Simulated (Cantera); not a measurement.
An adiabatic, constant-volume homogeneous reactor starts with H2 : O2 : N2 = 1 : 1.43 : 5.37 (molar parts), equivalence ratio 0.35, at 1350 K and 3750 Torr.

Model: the H2/O2 subset of GRI-Mech 3.0, which has no nitrogen chemistry, integrated in Cantera. The hydrogen kinetics of GRI-Mech 3.0 are dated; newer H2 mechanisms differ, most at raised pressure.

Problem. Predict: time of steepest temperature rise; temperature at 9.00 s; equilibrium temperature; x(H2) at 9.00 s; x(O2) at 9.00 s; x(H2O) at 9.00 s; x(H) at 9.00 s; x(HO2) at 9.00 s; x(H2O2) at 9.00 s; x(O) at 9.00 s.

Solution. 
```json
{
 "time_of_steepest_temperature_rise": "5.84 µs",
 "temperature at 9.00 s": "2426 K",
 "equilibrium_temperature": "2426 K",
 "x(H2) at 9.00 s": "0.000534 (gas-phase equilibrium 0.000534)",
 "x(O2) at 9.00 s": "0.125 (gas-phase equilibrium 0.125)",
 "x(H2O) at 9.00 s": "0.133 (gas-phase equilibrium 0.133)",
 "x(H) at 9.00 s": "0.000144 (gas-phase equilibrium 0.000144)",
 "x(HO2) at 9.00 s": "1.56e-5 (gas-phase equilibrium 1.56e-5)",
 "x(H2O2) at 9.00 s": "8.15e-7 (gas-phase equilibrium 8.15e-7)",
 "x(O) at 9.00 s": "0.00122 (gas-phase equilibrium 0.00122)"
}
```
